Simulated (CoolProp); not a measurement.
Properties of methane along the isobar 101 kPa (Tc = 190.6 K, pc = 4599 kPa, ω = 0.011).

Values from CoolProp's reference Helmholtz-energy equation of state, Setzmann 1991.

| T (K) | phase | density (kg/m³) | viscosity (µPa s) | fugacity coefficient |
|---|---|---|---|---|
| 97.2 | liquid | 442.8 | 168 | 0.2494 |
| 130.9 | gas | 1.522 | 5.12 | 0.9784 |
| 164.7 | gas | 1.197 | 6.52 | 0.9888 |
| 198.4 | gas | 0.9887 | 7.80 | 0.9935 |
| 232.1 | gas | 0.8430 | 9.00 | 0.9960 |
| 265.9 | gas | 0.7348 | 10.2 | 0.9974 |
| 299.6 | gas | 0.6516 | 11.2 | 0.9983 |
| 333.3 | gas | 0.5854 | 12.3 | 0.9989 |
| 367 | gas | 0.5314 | 13.3 | 0.9993 |
| 400.8 | gas | 0.4865 | 14.3 | 0.9995 |
| 434.5 | gas | 0.4486 | 15.2 | 0.9997 |

Viscosity comes from a separate model (Quiñones-Cisneros 2006).
